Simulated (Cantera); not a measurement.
Feed: 1 mol SiHCl3, 76 mol H2, held at 0.150 bar.

Equilibrium computed with Cantera from the NASA thermochemical tables; the gas is ideal and each condensed phase is pure. Candidate condensed phases: Si; 19 gas species. Kinetics and transport are ignored.

Over these rows the condensed part is Si(s). Partial pressures as log10 of bar:

| T (K) | 1000/T (1/K) | log p SiCl4 | log p H2 | log p HCl |
|---|---|---|---|---|
| 1125 | 0.8889 | -3.44 | -0.84 | -2.54 |
| 1175 | 0.8511 | -3.64 | -0.84 | -2.45 |
| 1225 | 0.8163 | ? | -0.84 | -2.39 |
| 1275 | 0.7843 | -4.23 | -0.84 | -2.35 |
| 1325 | 0.7547 | -4.59 | -0.84 | -2.34 |
| 1375 | 0.7273 | -4.96 | -0.84 | -2.33 |

Q: Fit log p(SiCl4) = a + b·(1000/T) to the five rows, give the apparent enthalpy, and predict the row at 1225 K.

A: Means: 1000/T = 0.8013, log p = -4.172. Sxy = 0.169394, Sxx = 0.0180904, so b = 9.36 and a = -4.172 − (9.36)×0.8013 = -11.67.
Apparent enthalpy: −19.145 × (9.36) = -179 kJ/mol. With the condensed phases at unit activity, Si(s) + 4 HCl(g) = SiCl4(g) + 2 H2(g) links this pressure to the main gases: over the six rows their terms move log p by +0.84 in all, so the slope isn't that reaction's ΔH° alone. The five rows lie within 0.10 of the line.
Prediction at 1225 K: -11.67 + (9.36)×0.8163 = -4.03. The computed value is -3.91, 0.12 from the line.
